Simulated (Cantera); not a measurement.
**Premixed flame**

A freely propagating, adiabatic, planar premixed flame of CH₄ : C₂H₆ : O₂ : N₂ = 1 : 0.099 : 1.96 : 7.35 (molar parts), equivalence ratio 1.2, unburnt at 300 K and 1.09 atm; mixture-averaged transport, grid criteria slope 0.08 and curve 0.16, no radiation.

Cantera simulation using GRI-Mech 3.0 (53 species, 325 reactions); the numbers are that mechanism's predictions, not measurements. Burning velocities carry a grid error of a few per cent, more on coarse grids.

```tsv
z (mm)	T (K)	u (m/s)	x CH₄	x C₂H₆	x O₂	x HCO	x C₂H	x H₂O₂
-1.25	300	0.347	0.0960	0.00950	0.188	<1e-8	<1e-8	<1e-8
-0.832	302	0.350	0.0956	0.00948	0.188	<1e-8	<1e-8	1.92e-7
-0.624	312	0.363	0.0947	0.00944	0.186	<1e-8	<1e-8	1.50e-6
-0.416	412	0.484	0.0889	0.00917	0.179	<1e-8	<1e-8	1.35e-5
-0.208	953	1.14	0.0597	0.00652	0.134	3.71e-7	<1e-8	3.05e-5
-0.104	1400	1.70	0.0326	0.00295	0.0879	1.05e-5	1.23e-8	1.19e-5
0	1782	2.19	0.00801	0.000198	0.0400	3.69e-5	5.59e-7	1.13e-6
0.104	1939	2.38	0.000655	1.04e-6	0.0143	1.42e-5	5.90e-7	2.50e-7
0.208	1979	2.42	3.00e-5	<1e-8	0.00622	1.22e-6	6.55e-8	1.65e-7
0.416	2011	2.45	9.29e-8	<1e-8	0.00307	1.13e-7	<1e-8	1.31e-7
0.832	2047	2.48	<1e-8	<1e-8	0.00199	8.20e-8	<1e-8	9.58e-8
1.66	2085	2.53	<1e-8	<1e-8	0.00114	5.64e-8	<1e-8	6.20e-8
3.33	2117	2.56	<1e-8	<1e-8	0.000511	3.50e-8	<1e-8	3.38e-8
```
x: mole fraction of selected species; z is measured from the peak of heat release.

```
Property                     Result
------------------------  ---------
laminar burning velocity  34.7 cm/s
thermal thickness          0.416 mm
peak x(HCO)                 3.71e-5
peak x(C₂H)                 8.85e-7
peak x(H₂O₂)                3.13e-5
grid points                     155
```
